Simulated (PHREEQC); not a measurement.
A solution holds 140 mmol/kgw SrCl2 and 0.0027 mmol/kgw H4SiO4, at 15 °C. Closed to the air; pH follows from the charge balance.

The numbers come from PHREEQC with the ion-association model, wateq4f.dat.

| Property | Result |
|---|---|
| pH | 7.05 |
| ionic strength | 0.420 mol/kgw |
| activity of water | 0.993 |

| species | molality | activity | log γ |
|---|---|---|---|
| Cl- | 0.280 | 0.185 | -0.180 |
| Sr+2 | 0.140 | 0.0382 | -0.564 |
| H4SiO4 | 2.70e-6 | 2.97e-6 | 0.042 |
| H+ | 1.14e-7 | 8.85e-8 | -0.112 |
| OH- | 7.78e-8 | 5.06e-8 | -0.187 |
| SrOH+ | 3.16e-8 | 2.20e-8 | -0.158 |
| H3SiO4- | 5.12e-9 | 3.41e-9 | -0.176 |

Precipitation was switched off in this run.
